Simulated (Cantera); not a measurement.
Feed: 1 mol LiCl, 0.29 mol HF, 170 mol H2, at 2100 K and 0.100 bar.

Equilibrium computed with Cantera from the NASA thermochemical tables; the gas is ideal and each condensed phase is pure. Candidate condensed phases: Li, LiCl, LiF, LiH; 25 gas species. Equilibrium is a limit: real reactors are often held back by kinetics, nucleation or transport.

Base state: H2 0.982, H 0.00976, LiCl 0.00441, HCl 0.00139, HF 0.00119, Li 0.000893, LiF 0.000495, LiH 1.10e-5 (mole fractions); condensed: gas only.

What changes in the equilibrium state with this change: pressure from 0.100 bar to 39.0 mbar?


| species | before | after |
|---|---|---|
| H2 | 0.982 | 0.976 |
| H | 0.00976 | 0.0156 |
| LiCl | 0.00441 | 0.00417 |
| Li | 0.000893 | 0.00118 |
| Cl | 1.02e-5 | 1.88e-5 |
| LiH | 1.10e-5 | 9.02e-6 |
